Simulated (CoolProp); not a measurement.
Vapour-liquid equilibrium of n-butane (1) + trans-2-butene (2) at 709 kPa; x and y are mole fractions of (1).

Values from CoolProp's multi-fluid Helmholtz-energy mixture model, Bücker 2006 and Lemmon 2005; pair parameters Bell 2016.

| x | bubble temperature (K) | y at the bubble point | dew temperature at overall composition x (K) | liquid density (mol/L) |
|---|---|---|---|---|
| 0.05 | 338.3 | 0.053 | 338.3 | 9.697 |
| 0.2 | 337.8 | 0.207 | 337.9 | 9.580 |
| 0.35 | 337.6 | 0.356 | 337.6 | 9.466 |
| 0.5 | 337.4 | 0.503 | 337.4 | 9.355 |
| 0.65 | 337.4 | 0.650 | 337.4 | 9.246 |
| 0.8 | 337.4 | 0.799 | 337.4 | 9.140 |
| 0.95 | 337.5 | 0.949 | 337.5 | 9.036 |

y crosses x between x = 0.65 and 0.8: the model has an azeotrope there.

The pair parameters rest on a limited set of measurements; away from them the model extrapolates.
